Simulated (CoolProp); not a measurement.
Vapour-liquid equilibrium of cyclohexane (1) + n-nonane (2) at 412.1 K; x and y are mole fractions of (1).

Values from CoolProp's multi-fluid Helmholtz-energy mixture model, Zhou 2014 and Lemmon 2006; pair parameters Bell 2016.

```
x     bubble pressure, mixture model (MPa)  bubble pressure, Raoult's law (MPa)  y, mixture model  y, Raoult's law
----  ------------------------------------  -----------------------------------  ----------------  ---------------
0.05                               0.09116                              0.09167             0.227            0.240
0.2                                 0.1419                               0.1467             0.567            0.600
0.35                                0.1920                               0.2018             0.731            0.764
0.5                                 0.2441                               0.2569             0.833            0.857
0.65                                0.2997                               0.3119             0.903            0.918
0.8                                 0.3587                               0.3670             0.953            0.960
0.95                                0.4199                               0.4220             0.990            0.991
```

The largest gap from Raoult's law is -5.0 % in bubble pressure, at x = 0.5. No azeotrope shows between x = 0.05 and 0.95.

Pair parameters are fitted to limited data, so mixtures are less certain than the pure fluids.
